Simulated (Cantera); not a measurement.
An isothermal, constant-pressure homogeneous reactor starts with NO : N2 = 1 : 0.13 (molar parts), at 1975 K and 11.3 Torr.

Computed with Cantera and GRI-Mech 3.0 (53 species, 325 reactions). Radical loss at walls, strong at low pressure, is not modelled.

Task: Predict: x(NO) at 60.0 s; x(N2O) at 60.0 s; x(O) at 60.0 s; x(O2) at 60.0 s; x(NO2) at 60.0 s.

Result: 
```
Quantity                                            Value
----------------  ---------------------------------------
x(NO) at 60.0 s    0.0203 (gas-phase equilibrium 0.00865)
x(N2O) at 60.0 s  1.13e-7 (gas-phase equilibrium 5.00e-8)
x(O) at 60.0 s    0.00297 (gas-phase equilibrium 0.00299)
x(O2) at 60.0 s       0.430 (gas-phase equilibrium 0.436)
x(NO2) at 60.0 s  6.39e-6 (gas-phase equilibrium 2.74e-6)
```
